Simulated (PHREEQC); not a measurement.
Solution (25 °C): 0.031 mol NH4Cl, 0.00087 mol Na2SO4 and 0.0022 mol KCl per kg of water. Closed to the air; pH follows from the charge balance.

The numbers come from PHREEQC with the ion-association model, phreeqc.dat.

```
Item                           Value
--------------------  --------------
pH                              5.46
ionic strength        0.0355 mol/kgw
specific conductance      4590 µS/cm
```

```
species  molality  activity   log γ
-------  --------  --------  ------
Cl-        0.0332    0.0278  -0.078
NH4+       0.0308    0.0255  -0.083
K+        0.00219   0.00183  -0.078
Na+       0.00174   0.00146  -0.074
SO4-2    0.000719  0.000365  -0.295
NH4SO4-  0.000142  0.000120  -0.075
KSO4-     5.54e-6   4.69e-6  -0.072
NH3       4.15e-6   4.18e-6   0.004
H+        4.00e-6   3.47e-6  -0.062
NaSO4-    3.16e-6   2.68e-6  -0.072
```

No solid was allowed to form. Complexes and solids missing from the database can't appear.
